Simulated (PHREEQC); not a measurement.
Consider water at 25 °C with 2 mol NaOH and 0.0015 mol Na2B4O7 per kg of water. Closed to the air; pH follows from the charge balance.

Model: Pitzer model, pitzer.dat, run in PHREEQC.

Precipitation was switched off in this run.

Problem. What pH does the model give?

Solution. pH 14.20.

Complexes and solids missing from the database can't appear. In brines, pH and single-ion activities rest on the MacInnes convention.
